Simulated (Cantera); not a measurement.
Charge: 1 mol Si3H8, 0.037 mol HCl, 90 mol N2, at 923.15 K and 2.00 mbar.

Cantera equilibrium calculation (NASA polynomials, part measured and part estimated; ideal gas, pure solids and liquids). Candidate condensed phases: NH4Cl, Si, Si3N4; 28 gas species. The feed counts by its element totals alone. N2 is the only nitrogen source here; it is nearly inert below about 1500 K, so the nitride shown seldom forms there in practice. Kinetics and transport are ignored.

Base state: N2 0.956, H2 0.0435, HCl 0.000402 (mole fractions); condensed: Si3N4(s).

Problem. What changes in the equilibrium state with this change: Si3H8 replaced by Si2H6?

Solution. 
| species | before | after |
|---|---|---|
| N2 | 0.956 | 0.967 |
| H2 | 0.0435 | 0.0327 |
| HCl | 0.000402 | 0.000403 |
| Si3N4(s), mol | 1.00 | 0.667 |
